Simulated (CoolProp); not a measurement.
Vapour-liquid equilibrium of isohexane (1) + benzene (2) at 987 kPa; x and y are mole fractions of (1).

Values from CoolProp's multi-fluid Helmholtz-energy mixture model, Lemmon 2006 and Thol 2012; pair parameters Bell 2016.

```tsv
x	bubble temperature, mixture model (°C)	bubble temperature, Raoult's law (°C)	y, mixture model	y, Raoult's law
0.05	174.8	176.4	0.088	0.073
0.125	171.2	174.4	0.198	0.177
0.2	168.4	172.4	0.290	0.273
0.275	166.0	170.5	0.370	0.364
0.35	164.0	168.7	0.442	0.449
0.425	162.3	166.9	0.509	0.528
0.5	160.9	165.2	0.573	0.603
0.575	159.6	163.5	0.636	0.673
0.65	158.5	161.9	0.698	0.739
0.725	157.5	160.3	0.761	0.801
0.8	156.6	158.7	0.825	0.860
0.875	155.9	157.2	0.890	0.915
0.95	155.2	155.7	0.955	0.967
```

The largest gap from Raoult's law is -4.7 K in bubble temperature, at x = 0.35. No azeotrope shows between x = 0.05 and 0.95.

The pair parameters rest on a limited set of measurements; away from them the model extrapolates.
